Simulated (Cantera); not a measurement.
What does this Cantera script print?

```python
import numpy as np
import cantera as ct

gas_names = """
    H HNO HNO2 HNO3 HO2 H2 H2O H2O2 H2S H2SO4 N NH NH2 NH3 NH2OH NO NO2 NO3 N2 N2H2 N2H4 N2O O OH O2 O3
    S SH SN SO SO2 SO3 S2 S2O S8
""".split()
cond_names = """
    H2O(s) H2O(L) H2SO4(L) S(cr1) S(cr2) S(L)
""".split()


# ... load() reads the species with a 1 bar reference pressure and builds the phases ...
atoms = {
    'SO2': {'S': 1, 'O': 2},
    'H2O': {'H': 2, 'O': 1},
    'N2': {'N': 2},
}
top_T = {}  # K; cautious upper limits of use, not melting points


# ... equilibrate(T, P, feed) seeds the gas with the atoms and calls Mixture.equilibrate('TP', solver="vcs", rtol=1e-11, max_steps=5000) ...
results = []
feed = {'SO2': 1, 'H2O': 1.8, 'N2': 0.23}  # mol
P = 46  # Pa
for T in [2323, 2423, 2523, 2623, 2723, 2823, 2923]:
    mix = equilibrate(T, P, feed)
    results.append((T, P, feed, dict(zip(mix.species_names, mix.species_moles))))
    x = sorted(zip(gas.X, gas.species_names), reverse=True)
    print(f"T = {T:g} K  P = {P:g} Pa  gas = {mix.phase_moles(0):.4g} mol")
    print("   x: " + "  ".join(f"{s} {v:.3e}" for v, s in x if v > 1e-05))
    print("   condensed (mol): " + ("  ".join(f"{mix.phase(i).name} {mix.phase_moles(i):.4g}"
          for i in range(1, mix.n_phases) if mix.phase_moles(i) > 1e-12) or "none"))
```

It prints:

```
T = 2323 K  P = 46 Pa  gas = 4.058 mol
   x: H2O 2.351e-01  SO2 1.820e-01  H 1.584e-01  H2 9.731e-02  O2 7.088e-02  O 7.038e-02  OH 6.364e-02  SO 5.883e-02  N2 5.541e-02  S 5.219e-03  NO 2.534e-03  SH 2.348e-04  S2 3.232e-05
   condensed (mol): none
T = 2423 K  P = 46 Pa  gas = 4.736 mol
   x: H 2.483e-01  H2O 1.313e-01  O 1.254e-01  SO2 1.247e-01  H2 9.024e-02  O2 7.534e-02  SO 7.439e-02  OH 6.832e-02  N2 4.709e-02  S 1.159e-02  NO 2.928e-03  SH 3.684e-04  S2 6.270e-05
   condensed (mol): none
T = 2523 K  P = 46 Pa  gas = 5.63 mol
   x: H 3.344e-01  O 1.963e-01  SO 8.188e-02  SO2 7.173e-02  O2 6.740e-02  H2 6.660e-02  OH 5.964e-02  H2O 5.583e-02  N2 3.933e-02  S 2.330e-02  NO 3.029e-03  SH 4.783e-04  S2 1.073e-04
   condensed (mol): none
T = 2623 K  P = 46 Pa  gas = 6.567 mol
   x: H 3.901e-01  O 2.707e-01  SO 7.637e-02  O2 5.054e-02  OH 4.247e-02  S 4.159e-02  H2 3.946e-02  N2 3.359e-02  SO2 3.351e-02  H2O 1.813e-02  NO 2.861e-03  SH 5.047e-04  S2 1.546e-04
   condensed (mol): none
T = 2723 K  P = 46 Pa  gas = 7.346 mol
   x: H 4.128e-01  O 3.347e-01  S 6.388e-02  SO 5.895e-02  O2 3.257e-02  N2 3.003e-02  OH 2.607e-02  H2 2.043e-02  SO2 1.250e-02  H2O 4.931e-03  NO 2.532e-03  SH 4.367e-04  S2 1.748e-04  N 1.575e-05
   condensed (mol): none
T = 2823 K  P = 46 Pa  gas = 7.89 mol
   x: H 4.181e-01  O 3.799e-01  S 8.411e-02  SO 3.817e-02  N2 2.806e-02  O2 1.881e-02  OH 1.484e-02  H2 1.023e-02  SO2 3.837e-03  NO 2.145e-03  H2O 1.265e-03  SH 3.239e-04  S2 1.528e-04  N 3.236e-05
   condensed (mol): none
T = 2923 K  P = 46 Pa  gas = 8.222 mol
   x: H 4.182e-01  O 4.073e-01  S 9.822e-02  N2 2.705e-02  SO 2.191e-02  O2 1.024e-02  OH 8.255e-03  H2 5.242e-03  NO 1.774e-03  SO2 1.047e-03  H2O 3.312e-04  SH 2.188e-04  S2 1.101e-04  N 6.416e-05
   condensed (mol): none
```

These are equilibrium values from Cantera (NASA tables, ideal gas, pure condensed phases), not measurements of a reactor.
